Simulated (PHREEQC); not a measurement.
0.61 g of hydrous ferric oxide (600 m²/g; 0.2 weak and 0.005 strong sites per Fe, Dzombak-Morel constants, diffuse double layer) in 1 kg of water with 0.01 mol/kgw of an inert sodium salt and 0.00018 mol ZnSO4 and 2.1e-05 mol NaH2PO4, at 25 °C; the pH is set by adding NaOH or the inert anion's acid. O2 is buffered at 0.21 atm. The system is closed to CO2. No solid was allowed to form.

The numbers come from PHREEQC with the ion-association model, wateq4f.dat.

Problem. Predict S sorbed (%), Zn sorbed (%) at pH = 5.88, 6.25, 8.5, 9.25.

Solution. 
```csv
pH,S sorbed (%),Zn sorbed (%)
5.88,86.9,23.9
6.25,71.1,40.9
8.5,0.2,99.9
9.25,0.0,100.0
```

Complexes and solids missing from the database can't appear. H3PO4, which wateq4f.dat lacks, is added to it with the constant of phreeqc.dat. The database has no phosphate complexes of Zn.
